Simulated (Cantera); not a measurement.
What does this Cantera script print?

```python
import numpy as np
import cantera as ct

gas_names = """
    CL CLO CL2 H HCL HNO HNO2 HNO3 HOCL HO2 H2 H2O H2O2 N NH NH2 NH3 NH2OH NO NO2 NO3 N2 N2H2 N2H4 N2O O
    OH O2 O3 Si SiCL SiCL2 SiCL3 SiCL4 SiH SiHCL3 SiH2 SiH2CL2 SiH3 SiH3CL SiH4 SiN SiO SiO2 Si2 Si2N
    Si3
""".split()
cond_names = """
    H2O(s) H2O(L) NH4CL(a) NH4CL(b) Si(cr) Si(L) SiO2(Lqz) SiO2(hqz) SiO2(L) Si2N2O(s) Si3N4(a)
""".split()


def load(file, names, dense=False):
    # The tables refer to 1 bar. Condensed volumes are neglected.
    table = {s.name: s for s in ct.Species.list_from_file(file)}
    out = []
    for n in names:
        d = dict(table[n].input_data)
        d["thermo"] = dict(d["thermo"], **{"reference-pressure": 1e5})
        if dense:
            d["equation-of-state"] = {"model": "constant-volume", "density": "1e6 g/cm^3"}
        out.append(ct.Species.from_dict(d))
    return out


gas = ct.Solution(thermo="ideal-gas", species=load("nasa_gas.yaml", gas_names))
cond = {s.name: ct.Solution(thermo="fixed-stoichiometry", species=[s], name=s.name)
        for s in load("nasa_condensed.yaml", cond_names, dense=True)}
atoms = {
    'SiH2Cl2': {'Si': 1, 'H': 2, 'CL': 2},
    'O3': {'O': 3},
    'N2': {'N': 2},
}
top_T = {'Si2N2O(s)': 2100, 'Si3N4(a)': 2400}  # K; cautious upper limits of use, not melting points


def equilibrate(T, P, feed):
    n = {}
    for name, mol in feed.items():
        for a, k in atoms[name].items():
            n[a] = n.get(a, 0.0) + k * mol
    gas.TPX = T, P, n
    mass = sum(n.values()) * gas.mean_molecular_weight
    gas.equilibrate("TP")
    valid = [c for c in cond.values() if c.min_temp <= T <= top_T.get(c.name, c.max_temp)]
    mix = ct.Mixture([(gas, mass / gas.mean_molecular_weight)] + [(c, 0.0) for c in valid])
    mix.T, mix.P = T, P
    mix.equilibrate("TP", solver="vcs", rtol=1e-11, max_steps=5000)
    return mix


results = []
feed = {'SiH2Cl2': 1, 'O3': 2.2, 'N2': 2.7}  # mol
P = 82000  # Pa
for T in [823, 898, 973, 1048, 1123, 1198, 1273, 1348, 1423, 1498]:
    mix = equilibrate(T, P, feed)
    results.append((T, P, feed, dict(zip(mix.species_names, mix.species_moles))))

top = {s: max(r[3][s] / sum(r[3][g] for g in gas_names) for r in results) for s in gas_names}
cols = sorted((s for s in top if top[s] > 0.001), key=lambda s: -top[s])[:7]
seen = [c for c in cond_names if any(r[3].get(c, 0) > 1e-12 for r in results)]
print("log10 of partial pressures in bar; condensed amounts in mol")
print(f"{'T/K':>10s}" + "".join(f"{s[:9]:>10s}" for s in cols + seen))
for T, P, feed, n in results:
    ng = sum(n[g] for g in gas_names)
    print(f"{T:10.4g}" + "".join(f"{np.log10(max(n[s] / ng * P / 1e5, 1e-99)):10.3f}" for s in cols)
          + "".join(f"{n.get(c, 0):10.4g}" for c in seen))
```

It prints:

```
log10 of partial pressures in bar; condensed amounts in mol
       T/K        N2        O2       HCL       H2O       CL2        CL        NO SiO2(Lqz) SiO2(hqz)
       823    -0.480    -0.614    -1.049    -1.107    -1.107    -5.357    -5.688         1         0
       898    -0.482    -0.608    -0.961    -1.173    -1.173    -4.734    -5.201         0         1
       973    -0.485    -0.602    -0.896    -1.239    -1.239    -4.210    -4.790         0         1
      1048    -0.487    -0.597    -0.848    -1.303    -1.304    -3.765    -4.438         0         1
      1123    -0.489    -0.594    -0.813    -1.364    -1.367    -3.382    -4.132         0         1
      1198    -0.490    -0.591    -0.786    -1.422    -1.427    -3.048    -3.865         0         1
      1273    -0.492    -0.589    -0.765    -1.474    -1.486    -2.756    -3.630         0         1
      1348    -0.493    -0.587    -0.750    -1.521    -1.544    -2.499    -3.421         0         1
      1423    -0.494    -0.587    -0.739    -1.560    -1.605    -2.273    -3.235         0         1
      1498    -0.496    -0.587    -0.732    -1.591    -1.670    -2.074    -3.067         0         1
```

Method: chemical equilibrium by Gibbs-energy minimisation in Cantera with the NASA 1993 tables (ideal gas, pure condensed phases). The tables hold silica as quartz up to 1696 K and as liquid above; real silica turns to tridymite and cristobalite and melts near 1996 K. Gases not in the tables: Si(OH)4.
